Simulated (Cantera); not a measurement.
Feed: 1 mol V, 1.4 mol H2O, 27 mol N2, equilibrated at 2150 K and 3.60 Pa.

Cantera equilibrium calculation (NASA polynomials, part measured and part estimated; ideal gas, pure solids and liquids). Candidate condensed phases: H2O, V, VN, VO, V2O3, V2O4, V2O5; 28 gas species. Rates play no part.

Base state: N2 0.885, H 0.0711, VO 0.0162, VO2 0.0147, H2 0.0102, V 0.00196, O 0.000275, H2O 6.26e-5 (mole fractions); condensed: gas only.

Problem. What changes in the equilibrium state with this change: H2O from 1.4 to 0.034 mol?

Solution. 
```csv
species,before,after
N2,0.885,0.962
V,0.00196,0.0344
H,0.0711,0.00240
VO2,0.0147,4.62e-6
H2,0.0102,1.17e-5
VO,0.0162,0.00120
H2O,6.26e-5,<1e-9
OH,5.61e-5,8.02e-9
O,0.000275,1.16e-6
NO,2.19e-5,9.69e-8
```
